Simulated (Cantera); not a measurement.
Charge: 1 mol FeS2, 0.15 mol O2, 0.65 mol CO2, equilibrated at 848.15 K and 0.140 bar.

Equilibrium computed with Cantera from the NASA thermochemical tables; the gas is ideal and each condensed phase is pure. Candidate condensed phases: C, Fe, Fe(CO)5, FeO, FeS, FeSO4, FeS2, Fe2O3, Fe2(SO4)3, Fe3O4, S; 25 gas species. FeS: taken at fixed stoichiometry. Gases not in the tables: S3 to S7. Equilibrium is a limit: real reactors are often held back by kinetics, nucleation or transport.

Base state: CO2 0.805, SO2 0.186, S2 0.00794, S2O 0.000445, COS 0.000214, CO 0.000212 (mole fractions); condensed: FeS(s) + FeS2(s).

Problem. What changes in the equilibrium state with this change: 0.0074 mol NH3 added?

Solution. 
```json
[
 {"species": "CO2", "before": "0.805", "after": "0.796"},
 {"species": "SO2", "before": "0.186", "after": "0.177"},
 {"species": "H2O", "before": "0", "after": "0.0132"},
 {"species": "N2", "before": "0", "after": "0.00453"},
 {"species": "H2S", "before": "0", "after": "0.000345"},
 {"species": "FeS(s), mol", "before": "0.164", "after": "0.159"},
 {"species": "FeS2(s), mol", "before": "0.836", "after": "0.841"}
]
```
Further candidate phases: C6H6, C7H8, C8H18, Fe(OH)2, Fe(OH)3, H2O, H2SO4.

Problem. What changes in the equilibrium state with this change: temperature from 848.15 K to 873.15 K?

Solution. 
| species | before | after |
|---|---|---|
| CO2 | 0.805 | 0.790 |
| SO2 | 0.186 | 0.183 |
| S2 | 0.00794 | 0.0251 |
| COS | 0.000214 | 0.000526 |
| S2O | 0.000445 | 0.00103 |
| CO | 0.000212 | 0.000424 |
| FeS(s), mol | 0.164 | 0.193 |
| FeS2(s), mol | 0.836 | 0.807 |

Problem. What changes in the equilibrium state with this change: FeS2 replaced by FeS?

Solution. 
```json
[
 {"species": "CO2", "before": "0.805", "after": "0.877"},
 {"species": "SO2", "before": "0.186", "after": "0.119"},
 {"species": "S2", "before": "0.00794", "after": "0.00287"},
 {"species": "S2O", "before": "0.000445", "after": "0.000166"},
 {"species": "COS", "before": "0.000214", "after": "0.000136"},
 {"species": "CO", "before": "0.000212", "after": "0.000224"},
 {"species": "FeS(s), mol", "before": "0.164", "after": "0.907"},
 {"species": "FeS2(s), mol", "before": "0.836", "after": "0"},
 {"species": "Fe3O4(s), mol", "before": "0", "after": "0.0309"}
]
```
